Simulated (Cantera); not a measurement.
Charge: 1 mol Si(CH3)4, 0.38 mol C2H2, 180 mol H2, at 1123.15 K and 600 Torr.

These are equilibrium values from Cantera (NASA tables, ideal gas, pure condensed phases), not measurements of a reactor. Candidate condensed phases: C, C6H6, C7H8, C8H18, Si, SiC; 87 gas species. The numbers say what is thermodynamically allowed, not how fast it happens.

Base state: H2 0.979, CH4 0.0206 (mole fractions); condensed: SiC(s).

What changes in the equilibrium state with this change: Si(CH3)4 replaced by SiHCl3?


| species | before | after |
|---|---|---|
| H2 | 0.979 | 0.987 |
| HCl | 0 | 0.0120 |
| SiHCl3 | 0 | 0.000678 |
| CH4 | 0.0206 | 9.37e-5 |
| SiCl4 | 0 | 0.000479 |
| SiH2Cl2 | 0 | 0.000118 |
| SiCl2 | 0 | 7.63e-5 |
| SiCl3 | 0 | 5.43e-5 |
| SiC(s), mol | 1.00 | 0.743 |
The tables' values for SiCl3 are old estimates; treat these amounts as uncertain.
